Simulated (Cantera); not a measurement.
Input: 1 mol SiCl4, 4.4 mol H2O, 0.42 mol H2, at 1000 Pa.

Method: chemical equilibrium by Gibbs-energy minimisation in Cantera with the NASA 1993 tables (ideal gas, pure condensed phases). Candidate condensed phases: H2O, Si, SiO2; 30 gas species. The tables hold silica as quartz up to 1696 K and as liquid above; real silica turns to tridymite and cristobalite and melts near 1996 K. Kinetics and transport are ignored.

Task: Which condensed phases are stable at each of these points (T (K)): 1073, 1173, 1273, 1373, 1473, 1573, 1673, 1773, 1873, 1973?

Result: 
```
T (K)  condensed phases  Si condensed (%)
-----  ----------------  ----------------
1073     SiO2(β-quartz)             100.0
1173     SiO2(β-quartz)             100.0
1273     SiO2(β-quartz)             100.0
1373     SiO2(β-quartz)             100.0
1473     SiO2(β-quartz)             100.0
1573     SiO2(β-quartz)             100.0
1673     SiO2(β-quartz)             100.0
1773    SiO2(condensed)             100.0
1873    SiO2(condensed)              99.9
1973    SiO2(condensed)              99.3
```

From 1073 K to 1673 K the condensed part is SiO2(β-quartz). From 1773 K to 1973 K the condensed part is SiO2(condensed).
